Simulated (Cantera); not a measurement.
**Catalytic combustion on Pt**

An isothermal plug-flow reactor at 1000 K and 3.40 bar (inlet), inlet velocity 3.4 m/s, active area per volume 4000 1/m; feed H₂ : O₂ : N₂ : H₂O = 0.016 : 0.19 : 0.79 : 0.053 (molar parts).

Computed with Cantera and Deutschmann's 1995 Pt surface mechanism with GRI-Mech 3.0 gas chemistry. Catalytic surfaces can have several steady states; this one follows from the mechanism file's or the stated starting coverage. Mass transfer to the wall is taken as infinitely fast.

| z (m) | x H₂ | x O₂ | x H₂O | θ free Pt | θ O* | θ OH* |
|---|---|---|---|---|---|---|
| 0.00022 | 0.00335 | 0.176 | 0.0628 | 0.130 | 0.862 | 0.00707 |
| 0.00043 | 0.00103 | 0.175 | 0.0652 | 0.120 | 0.873 | 0.00690 |
| 0.00083 | 0.000122 | 0.175 | 0.0662 | 0.117 | 0.876 | 0.00683 |
| 0.0016 | 2.13e-6 | 0.175 | 0.0663 | 0.116 | 0.877 | 0.00682 |
| 0.0031 | 9.47e-10 | 0.175 | 0.0663 | 0.116 | 0.877 | 0.00682 |
| 0.0059 | 1.44e-10 | 0.175 | 0.0663 | 0.116 | 0.877 | 0.00682 |
| 0.011 | 1.43e-10 | 0.175 | 0.0663 | 0.116 | 0.877 | 0.00682 |
| 0.022 | 1.43e-10 | 0.175 | 0.0663 | 0.116 | 0.877 | 0.00682 |
x: gas mole fraction; θ: surface coverage.
